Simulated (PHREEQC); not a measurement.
A made-up water analysis in mmol/kgw, 25 °C, pH 3.66:

```csv
constituent,mmol/kgw
Na,121
K,1
Ca,5.05
Mg,5.74
Cl,57.8
S(6),42.8
Li,0.0339
```

Valence states are taken as typed.

The numbers come from PHREEQC with the Pitzer model, pitzer.dat.

**Question.** The ionic strength comes out as 0.197 mol/kgw. What activity coefficients do SO4-2, H+, Ca+2, HSO4-, Li+ get?

**Answer.** SO4-2 0.23, H+ 0.71, Ca+2 0.20, HSO4- 0.73, Li+ 0.75. Single-ion values are on the MacInnes scale.

Precipitation was switched off in this run.
